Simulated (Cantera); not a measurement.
A closed system holds: 1 mol SiH2Cl2, 0.29 mol HCl, 69 mol N2, equilibrated at 950 K and 0.740 bar.

Method: chemical equilibrium by Gibbs-energy minimisation in Cantera with the NASA 1993 tables (ideal gas, pure condensed phases). Candidate condensed phases: NH4Cl, Si, Si3N4; 28 gas species. N2 is the only nitrogen source here; it is nearly inert below about 1500 K, so the nitride shown seldom forms there in practice. Equilibrium is a limit: real reactors are often held back by kinetics, nucleation or transport.

Base state: N2 0.970, HCl 0.0217, H2 0.00535, SiCl4 0.00268 (mole fractions); condensed: Si3N4(s).

**Question.** What changes in the equilibrium state with this change: temperature from 950 K to 1325 K?

**Answer.** 
```tsv
species	before	after
N2	0.970	0.970
HCl	0.0217	0.0240
H2	0.00535	0.00422
SiCl4	0.00268	0.00198
SiCl2	2.24e-9	4.50e-5
SiCl3	4.24e-7	0.000128
Si3N4(s), mol	0.270	0.282
```
The tables' values for SiCl3 are old estimates; treat these amounts as uncertain.

**Question.** What changes in the equilibrium state with this change: SiH2Cl2 replaced by Si2Cl6?

**Answer.** 
```tsv
species	before	after
N2	0.970	0.975
SiCl4	0.00268	0.0213
HCl	0.0217	0.00399
H2	0.00535	6.37e-5
Si3N4(s), mol	0.270	0.166
```
The feed counts by its element totals alone.
